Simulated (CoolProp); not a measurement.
A closed Brayton cycle with carbon dioxide: compressor inlet 308.15 K and 8.2 MPa, high pressure 17.6 MPa, turbine inlet 980 K, compressor efficiency 0.8, turbine efficiency 0.9, recuperator effectiveness 0.9 (on enthalpy, no pinch check). Each further row changes one setting.

Computed with CoolProp (reference Helmholtz-energy equation of state, Span 1996).

```tsv
case	thermal efficiency (%)	net work (kJ/kg)	compressor to turbine work	compressor exit (K)	turbine exit (K)
as stated	33.7	103	0.16	336.7	877.3
turbine inlet 930 K	32.8	96.8	0.17	336.7	830.9
compressor inlet 318.15 K	34.5	87.4	0.29	377.9	877.3
high pressure 15 MPa	30.1	83.8	0.15	330.4	898.2
recuperator effectiveness 0.5	18.3	103	0.16	336.7	877.3
```
